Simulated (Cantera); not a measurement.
CH3SiH3 + C3H8 + H2 (silicon carbide growth)

Feed: 1 mol CH3SiH3, 0.0046 mol C3H8, 270 mol H2, held at 0.133 bar.

Equilibrium computed with Cantera from the NASA thermochemical tables; the gas is ideal and each condensed phase is pure. Candidate condensed phases: C, C6H6, C7H8, C8H18, Si, SiC; 87 gas species. The feed counts by its element totals alone. Gases not in the tables: Si2H6 and higher silanes. Equilibrium is a limit: real reactors are often held back by kinetics, nucleation or transport.

| T (K) | x H2 | x H | x Si | x C2H2 (acetylene) | x SiH | x Si2C | n SiC(s) |
|---|---|---|---|---|---|---|---|
| 1575 | 1.000 | 0.000114 | 2.06e-8 | 8.59e-7 | 1.79e-8 | 5.48e-11 | 1.000 |
| 1675 | 1.000 | 0.000318 | 1.64e-7 | 4.13e-6 | 1.01e-7 | 8.50e-10 | 1.000 |
| 1775 | 0.999 | 0.000792 | 1.26e-6 | 1.12e-5 | 5.63e-7 | 1.17e-8 | 0.999 |
| 1875 | 0.998 | 0.00179 | 8.46e-6 | 2.28e-5 | 2.86e-6 | 1.32e-7 | 0.995 |
| 1975 | 0.996 | 0.00374 | 4.28e-5 | 5.17e-5 | 1.12e-5 | 1.05e-6 | 0.980 |
| 2075 | 0.992 | 0.00727 | 0.000165 | 0.000136 | 3.43e-5 | 6.12e-6 | 0.932 |
| 2175 | 0.986 | 0.0133 | 0.000526 | 0.000367 | 8.87e-5 | 2.83e-5 | 0.795 |
| 2275 | 0.974 | 0.0229 | 0.00148 | 0.000948 | 0.000205 | 0.000111 | 0.425 |
| 2375 | 0.957 | 0.0378 | 0.00268 | 0.00159 | 0.000308 | 0.000161 | 0 |
| 2475 | 0.935 | 0.0596 | 0.00289 | 0.00162 | 0.000281 | 7.11e-5 | 0 |
| 2575 | 0.905 | 0.0902 | 0.00299 | 0.00161 | 0.000246 | 3.08e-5 | 0 |
x: gas mole fraction; n: condensed amount in mol.

From 1575 K to 2275 K the condensed part is SiC(s). From 2375 K to 2575 K nothing is condensed. The main Si-bearing gas is SiH2 at 1575 K and Si at 2575 K.
